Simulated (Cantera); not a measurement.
A freely propagating, adiabatic, planar premixed flame of 41.9 % H₂, 12.3 % O₂, 45.7 % N₂, equivalence ratio 1.7, unburnt at 348 K and 0.799 atm; mixture-averaged transport, grid criteria slope 0.08 and curve 0.16, no radiation.

Detailed kinetics in Cantera: the H2/O2 subset of GRI-Mech 3.0, which has no nitrogen chemistry. Burning velocities carry a grid error of a few per cent, more on coarse grids.

Task: Predict: laminar burning velocity; thermal thickness; peak x(H₂O₂); peak x(O); peak x(OH).

Result: 
```
Property                    Result
------------------------  --------
laminar burning velocity  388 cm/s
thermal thickness         0.459 mm
peak x(H₂O₂)               8.62e-5
peak x(O)                  0.00470
peak x(OH)                 0.00612
```
